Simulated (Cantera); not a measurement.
Input: 1 mol C6H6, 0.31 mol H2O, at 1975 K and 300000 Pa.

These are equilibrium values from Cantera (NASA tables, ideal gas, pure condensed phases), not measurements of a reactor. Candidate condensed phases: C, C6H6, C7H8, C8H18, H2O; 110 gas species. Equilibrium is a limit: real reactors are often held back by kinetics, nucleation or transport.

Base state: H2 0.912, CO 0.0857, CH4 0.00113, H 0.000754, C2H2 (acetylene) 0.000592, H2O 3.04e-5, CH3 1.86e-5, C2H4 1.26e-5 (mole fractions); condensed: C(graphite).

Problem. What changes in the equilibrium state with this change: C6H6 replaced by CH4?

Solution. 
```tsv
species	before	after
H2	0.912	0.879
CO	0.0857	0.118
CH4	0.00113	0.00105
H2O	3.04e-5	4.05e-5
C2H4	1.26e-5	1.17e-5
C(graphite), mol	5.68	0.684
```
